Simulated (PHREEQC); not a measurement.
Make-up at 92 °C: 36 mmol/kgw KHCO3 and 2 mmol/kgw Na2HPO4. Closed to the air; pH follows from the charge balance.

Model: ion-association model, phreeqc.dat, run in PHREEQC.

| quantity | before | after |
|---|---|---|
| pH | 8.02 | 7.92 |
| ionic strength (mol/kgw) | 0.0420 | 0.188 |
| HPO4-2 (mol/kgw) | 0.00183 | 0.00176 |
| CO2 (mol/kgw) | 0.000658 | 0.00349 |
| CO3-2 (mol/kgw) | 0.000479 | 0.00281 |

Problem. What was changed between the two runs?
A. temperature from 92 to 55 °C
B. diluted 10-fold with water
C. temperature from 92 to 50 °C
D. KHCO3 from 0.036 to 0.18 mol/kgw

Solution. D, KHCO3 from 0.036 to 0.18 mol/kgw

Precipitation was switched off in this run. At this temperature some constants are extrapolated from 25 °C, and those without enthalpy data are left unchanged.
